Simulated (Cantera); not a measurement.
What does this Cantera script print?

```python
import numpy as np
import cantera as ct

gas_names = """
    O2 CO
""".split()
cond_names = """
    Ta(cr) TaC(s) Ta2O5(s)
""".split()


def load(file, names, dense=False):
    # The tables refer to 1 bar. Condensed volumes are neglected.
    table = {s.name: s for s in ct.Species.list_from_file(file)}
    out = []
    for n in names:
        d = dict(table[n].input_data)
        d["thermo"] = dict(d["thermo"], **{"reference-pressure": 1e5})
        if dense:
            d["equation-of-state"] = {"model": "constant-volume", "density": "1e6 g/cm^3"}
        out.append(ct.Species.from_dict(d))
    return out


species = {s.name: s for s in load("nasa_gas.yaml", gas_names) + load("nasa_condensed.yaml", cond_names)}
T = 1125
g = {n: (s.thermo.h(T) - T * s.thermo.s(T)) / (ct.gas_constant * T * np.log(10)) for n, s in species.items()}
valid = cond_names  # the entries whose range holds T


def stable(la, lb):
    # potentials (over RT ln 10) of the two non-metals from log10 p(O2) and log10 p(CO) in bar
    mu = {}
    mu["O"] = (g["O2"] + la) / 2
    mu["C"] = (g["CO"] + lb - 1 * mu["O"]) / 1
    cost = {}
    for n in valid:
        c = species[n].composition
        cost[n] = (g[n] - sum(c.get(e, 0) * m for e, m in mu.items())) / c["Ta"]
    return min(cost, key=cost.get)


results = []
for lb in [0, -1.2, -2.4, -3.6, -4.9, -6.1, -7.3, -8.5, -9.7, -10.9, -12.1, -13.4, -14.6, -15.8, -17]:
    row = [stable(la, lb) for la in [-24, -22.5, -21.1, -19.6, -18.1, -16.6, -15.2, -13.7, -12.2, -10.8, -9.3, -7.8, -6.4, -4.9, -3.4, -1.9, -0.5, 1]]
    results.append(row)
    print(f"{lb:6.1f}  " + " ".join(f"{valid.index(n):x}" for n in row))
print("key: " + ", ".join(f"{i:x} {n}" for i, n in enumerate(valid)))
```

It prints:

```
   0.0  1 1 2 2 2 2 2 2 2 2 2 2 2 2 2 2 2 2
  -1.2  1 2 2 2 2 2 2 2 2 2 2 2 2 2 2 2 2 2
  -2.4  1 2 2 2 2 2 2 2 2 2 2 2 2 2 2 2 2 2
  -3.6  2 2 2 2 2 2 2 2 2 2 2 2 2 2 2 2 2 2
  -4.9  2 2 2 2 2 2 2 2 2 2 2 2 2 2 2 2 2 2
  -6.1  2 2 2 2 2 2 2 2 2 2 2 2 2 2 2 2 2 2
  -7.3  2 2 2 2 2 2 2 2 2 2 2 2 2 2 2 2 2 2
  -8.5  2 2 2 2 2 2 2 2 2 2 2 2 2 2 2 2 2 2
  -9.7  2 2 2 2 2 2 2 2 2 2 2 2 2 2 2 2 2 2
 -10.9  2 2 2 2 2 2 2 2 2 2 2 2 2 2 2 2 2 2
 -12.1  2 2 2 2 2 2 2 2 2 2 2 2 2 2 2 2 2 2
 -13.4  2 2 2 2 2 2 2 2 2 2 2 2 2 2 2 2 2 2
 -14.6  2 2 2 2 2 2 2 2 2 2 2 2 2 2 2 2 2 2
 -15.8  2 2 2 2 2 2 2 2 2 2 2 2 2 2 2 2 2 2
 -17.0  2 2 2 2 2 2 2 2 2 2 2 2 2 2 2 2 2 2
key: 0 Ta(cr), 1 TaC(s), 2 Ta2O5(s)
```

Source: NASA polynomial tables (part measured, part estimated), evaluated in Cantera. TaC: taken at fixed stoichiometry. Not in the tables: Ta2C. Part of the grid cannot be reached: there another gas would pass 10 bar, or a non-metal would condense.
